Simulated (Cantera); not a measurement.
## Carbon deposition, reforming and gasification: toluene + NH₃ + H₂

A closed system holds: 1 mol toluene, 0.33 mol NH₃, a varied amount of H₂, held at 2627 °C and 10.0 Torr.

Cantera equilibrium calculation (NASA polynomials, part measured and part estimated; ideal gas, pure solids and liquids). Candidate condensed phases: C, C₆H₆, C₇H₈, C₈H₁₈; 92 gas species. Kinetics and transport are ignored.

```csv
n(H₂) (mol),log p H,log p H₂,log p C₂H₂ (acetylene),log p N₂,log p HCN,log p C₃,n C(graphite)
0.5,-2.10,-2.33,-3.67,-3.72,-3.80,-3.99,6.37
0.84,-2.10,-2.33,-3.67,-3.76,-3.82,-3.99,6.33
1.4,-2.10,-2.33,-3.66,-3.81,-3.84,-3.99,6.27
2.4,-2.10,-2.33,-3.66,-3.89,-3.89,-3.99,6.16
4,-2.10,-2.32,-3.66,-4.00,-3.94,-3.99,5.99
6.8,-2.10,-2.32,-3.66,-4.16,-4.02,-3.99,5.69
11,-2.10,-2.32,-3.66,-4.35,-4.11,-3.99,5.24
19,-2.10,-2.32,-3.65,-4.60,-4.23,-3.99,4.40
33,-2.10,-2.31,-3.65,-4.90,-4.38,-3.99,2.94
55,-2.10,-2.31,-3.65,-5.21,-4.54,-3.99,0.666
```
log p: log10 of the partial pressure in bar; n: condensed amount in mol.

From 0.5 mol H₂ to 55 mol H₂ the condensed part is C(graphite). The main C-bearing gas is C₂H₂ (acetylene) throughout. The share of C in condensed phases is highest at 0.5 mol H₂ (91.0 %) and lowest at 55 mol H₂ (9.5 %).
